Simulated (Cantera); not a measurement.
Feed: 1 mol Ti, 12 mol CO, 1.9 mol H2, held at 0.00133 bar.

These are equilibrium values from Cantera (NASA tables, ideal gas, pure condensed phases), not measurements of a reactor. Candidate condensed phases: C, C6H6, C7H8, C8H18, H2O, Ti, TiC, TiO, TiO2, Ti2O3, Ti3O5, Ti4O7; 113 gas species. Mutual solubility and eutectic melting of coexisting phases are not modelled. TiC: taken at fixed stoichiometry. Condensed phases not in the tables: Magnéli phases beyond Ti4O7. Equilibrium is a limit: real reactors are often held back by kinetics, nucleation or transport.

x: gas mole fraction; n: condensed amount in mol.

```json
[
 {"T (K)": "1048", "x CO": "0.840", "x H2": "0.160", "x H": "[?]", "x CO2": "0.000209", "n C(graphite)": "2.00", "n TiO2(rutile)": "1.00", "n Ti4O7(s)": "0", "n TiC(s)": "0", "n Ti3O5(s)": "0", "n Ti2O3(s)": "0"},
 {"T (K)": "1123", "x CO": "0.844", "x H2": "0.156", "x H": "[?]", "x CO2": "5.73e-5", "n C(graphite)": "1.75", "n TiO2(rutile)": "0", "n Ti4O7(s)": "0.250", "n TiC(s)": "0", "n Ti3O5(s)": "0", "n Ti2O3(s)": "0"},
 {"T (K)": "1198", "x CO": "0.857", "x H2": "0.143", "x H": "[?]", "x CO2": "2.12e-5", "n C(graphite)": "0", "n TiO2(rutile)": "0", "n Ti4O7(s)": "0", "n TiC(s)": "0.625", "n Ti3O5(s)": "0.125", "n Ti2O3(s)": "0"},
 {"T (K)": "1273", "x CO": "0.857", "x H2": "0.143", "x H": "[?]", "x CO2": "1.99e-5", "n C(graphite)": "0", "n TiO2(rutile)": "0", "n Ti4O7(s)": "0", "n TiC(s)": "0.600", "n Ti3O5(s)": "0", "n Ti2O3(s)": "0.200"},
 {"T (K)": "1348", "x CO": "0.857", "x H2": "0.143", "x H": "[?]", "x CO2": "1.88e-5", "n C(graphite)": "0", "n TiO2(rutile)": "0", "n Ti4O7(s)": "0", "n TiC(s)": "0.600", "n Ti3O5(s)": "0", "n Ti2O3(s)": "0.200"},
 {"T (K)": "1423", "x CO": "0.857", "x H2": "0.143", "x H": "[?]", "x CO2": "1.78e-5", "n C(graphite)": "0", "n TiO2(rutile)": "0", "n Ti4O7(s)": "0", "n TiC(s)": "0.600", "n Ti3O5(s)": "0", "n Ti2O3(s)": "0.200"},
 {"T (K)": "1498", "x CO": "0.857", "x H2": "0.143", "x H": "[?]", "x CO2": "1.70e-5", "n C(graphite)": "0", "n TiO2(rutile)": "0", "n Ti4O7(s)": "0", "n TiC(s)": "0.600", "n Ti3O5(s)": "0", "n Ti2O3(s)": "0.200"},
 {"T (K)": "1573", "x CO": "0.857", "x H2": "0.143", "x H": "[?]", "x CO2": "1.63e-5", "n C(graphite)": "0", "n TiO2(rutile)": "0", "n Ti4O7(s)": "0", "n TiC(s)": "0.600", "n Ti3O5(s)": "0", "n Ti2O3(s)": "0.200"},
 {"T (K)": "1648", "x CO": "0.857", "x H2": "0.142", "x H": "[?]", "x CO2": "1.57e-5", "n C(graphite)": "0", "n TiO2(rutile)": "0", "n Ti4O7(s)": "0", "n TiC(s)": "0.600", "n Ti3O5(s)": "0", "n Ti2O3(s)": "0.200"}
]
```

Problem. Complete the blanks.

Solution. 
- 1048, x H: 8.45e-8
- 1123, x H: 4.61e-7
- 1198, x H: 1.97e-6
- 1273, x H: 7.38e-6
- 1348, x H: 2.39e-5
- 1423, x H: 6.87e-5
- 1498, x H: 0.000178
- 1573, x H: 0.000421
- 1648, x H: 0.000920
